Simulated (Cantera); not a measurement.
A Cantera script and what it prints.

```python
import numpy as np
import cantera as ct

gas_names = """
    C CO CO2 C2 C2O C3 C3O2 C4 C5 Cu CuO Cu2 O O2 O3
""".split()
cond_names = """
    C(gr) Cu(cr) Cu(L) CuO(s) Cu2O(s) Cu2O(L)
""".split()


# ... load() reads the species with a 1 bar reference pressure and builds the phases ...
atoms = {
    'CuO': {'Cu': 1, 'O': 1},
    'CO': {'C': 1, 'O': 1},
}
top_T = {'C(gr)': 4500, 'CuO(s)': 1390}  # K; cautious upper limits of use, not melting points


# ... equilibrate(T, P, feed) seeds the gas with the atoms and calls Mixture.equilibrate('TP', solver="vcs", rtol=1e-11, max_steps=5000) ...
results = []
feed = {'CuO': 1, 'CO': 0.84}  # mol
P = 15  # Pa
for T in [1748, 1798, 1848, 1898, 1948, 1998, 2048, 2098, 2148, 2198, 2248]:
    mix = equilibrate(T, P, feed)
    results.append((T, P, feed, dict(zip(mix.species_names, mix.species_moles))))
    x = sorted(zip(gas.X, gas.species_names), reverse=True)
    print(f"T = {T:g} K  P = {P:g} Pa  gas = {mix.phase_moles(0):.4g} mol")
    print("   x: " + "  ".join(f"{s} {v:.3e}" for v, s in x if v > 0.0001))
    print("   condensed (mol): " + ("  ".join(f"{mix.phase(i).name} {mix.phase_moles(i):.4g}"
          for i in range(1, mix.n_phases) if mix.phase_moles(i) > 1e-12) or "none"))
```

Output:

```
T = 1748 K  P = 15 Pa  gas = 1.938 mol
   x: Cu 5.153e-01  CO2 4.154e-01  O2 4.952e-02  CO 1.801e-02  O 1.332e-03  Cu2 2.078e-04  CuO 1.980e-04
   condensed (mol): none
T = 1798 K  P = 15 Pa  gas = 1.95 mol
   x: Cu 5.125e-01  CO2 4.024e-01  O2 5.405e-02  CO 2.848e-02  O 2.266e-03  CuO 1.936e-04  Cu2 1.415e-04
   condensed (mol): none
T = 1848 K  P = 15 Pa  gas = 1.965 mol
   x: Cu 5.084e-01  CO2 3.846e-01  O2 6.010e-02  CO 4.277e-02  O 3.791e-03  CuO 1.912e-04
   condensed (mol): none
T = 1898 K  P = 15 Pa  gas = 1.987 mol
   x: Cu 5.031e-01  CO2 3.617e-01  O2 6.762e-02  CO 6.112e-02  O 6.227e-03  CuO 1.900e-04
   condensed (mol): none
T = 1948 K  P = 15 Pa  gas = 2.014 mol
   x: Cu 4.963e-01  CO2 3.337e-01  CO 8.345e-02  O2 7.634e-02  O 1.002e-02  CuO 1.890e-04
   condensed (mol): none
T = 1998 K  P = 15 Pa  gas = 2.048 mol
   x: Cu 4.881e-01  CO2 3.010e-01  CO 1.092e-01  O2 8.570e-02  O 1.575e-02  CuO 1.874e-04
   condensed (mol): none
T = 2048 K  P = 15 Pa  gas = 2.088 mol
   x: Cu 4.786e-01  CO2 2.649e-01  CO 1.374e-01  O2 9.484e-02  O 2.411e-02  CuO 1.844e-04
   condensed (mol): none
T = 2098 K  P = 15 Pa  gas = 2.136 mol
   x: Cu 4.679e-01  CO2 2.267e-01  CO 1.666e-01  O2 1.027e-01  O 3.588e-02  CuO 1.794e-04
   condensed (mol): none
T = 2148 K  P = 15 Pa  gas = 2.19 mol
   x: Cu 4.564e-01  CO 1.952e-01  CO2 1.883e-01  O2 1.082e-01  O 5.178e-02  CuO 1.719e-04
   condensed (mol): none
T = 2198 K  P = 15 Pa  gas = 2.251 mol
   x: Cu 4.441e-01  CO 2.216e-01  CO2 1.516e-01  O2 1.101e-01  O 7.235e-02  CuO 1.619e-04
   condensed (mol): none
T = 2248 K  P = 15 Pa  gas = 2.316 mol
   x: Cu 4.316e-01  CO 2.445e-01  CO2 1.182e-01  O2 1.078e-01  O 9.774e-02  CuO 1.497e-04
   condensed (mol): none
```

These are equilibrium values from Cantera (NASA tables, ideal gas, pure condensed phases), not measurements of a reactor.
